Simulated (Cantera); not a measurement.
Input (Python, Cantera):

```python
import numpy as np
import cantera as ct

gas = ct.Solution("gri30.yaml")
gas.TPX = 625, 100000, {'CH4': 1, 'O2': 1.33, 'N2': 5.01}
inlet = ct.Reservoir(gas, clone=True)
gas.equilibrate("HP")  # start burning
reactor = ct.IdealGasConstPressureReactor(gas, energy="on", clone=False)
exhaust = ct.Reservoir(gas, clone=True)
tau = [0.099, 0.032, 0.011, 0.0035, 0.0011, 0.00037, 0.00012, 3.9e-05, 1.3e-05, 4.2e-06][0]
for a, b in ((inlet, reactor), (reactor, exhaust)):
    ct.MassFlowController(a, b, mdot=lambda t: reactor.mass / tau)
net = ct.ReactorNet([reactor])
show = ['CH4', 'O2', 'H2', 'CO', 'CH2O', 'NO', 'C2H6']

rows = []
print(f"{'tau/s':>10s}{'T/K':>9s}" + "".join(f"{s:>11s}" for s in show))
for tau in [0.099, 0.032, 0.011, 0.0035, 0.0011, 0.00037, 0.00012, 3.9e-05, 1.3e-05, 4.2e-06]:
    net.initial_time = 0.0
    net.advance(30 * tau)
    before = gas.X
    net.advance(40 * tau)
    drift = np.max(np.abs(gas.X - before) / (gas.X + 1e-9))
    rows.append([gas.T, *gas[show].X, drift])
    print(f"{tau:10.3e}{gas.T:9.1f}" + "".join(f"{x:11.3e}" for x in gas[show].X))
```

Output:

```
     tau/s      T/K        CH4         O2         H2         CO       CH2O         NO       C2H6
 9.900e-02   2124.5  1.065e-04  6.808e-05  7.884e-02  8.734e-02  1.543e-06  1.911e-04  3.783e-09
 3.200e-02   2120.8  2.102e-04  1.677e-04  7.838e-02  8.712e-02  3.802e-06  2.229e-04  1.883e-08
 1.100e-02   2115.6  3.900e-04  3.975e-04  7.754e-02  8.674e-02  8.722e-06  2.330e-04  8.024e-08
 3.500e-03   2106.0  7.488e-04  1.015e-03  7.587e-02  8.607e-02  2.075e-05  2.137e-04  3.598e-07
 1.100e-03   2085.2  1.487e-03  2.690e-03  7.297e-02  8.519e-02  4.928e-05  1.521e-04  1.658e-06
 3.700e-04   2032.5  3.306e-03  7.540e-03  6.870e-02  8.451e-02  1.189e-04  6.902e-05  9.304e-06
 1.200e-04    625.0  1.362e-01  1.812e-01  8.223e-16  9.770e-16  1.853e-17  5.204e-19  3.608e-17
 3.900e-05    625.0  1.362e-01  1.812e-01  3.704e-19  4.401e-19  9.048e-21  2.344e-22  1.625e-20
 1.300e-05    625.0  1.362e-01  1.812e-01  3.576e-21  4.248e-21  1.657e-22  2.263e-24  1.569e-22
 4.200e-06    625.0  1.362e-01  1.812e-01  1.532e-22  1.820e-22  1.551e-23  9.697e-26  6.723e-24
```

Computed with Cantera and GRI-Mech 3.0 (53 species, 325 reactions).
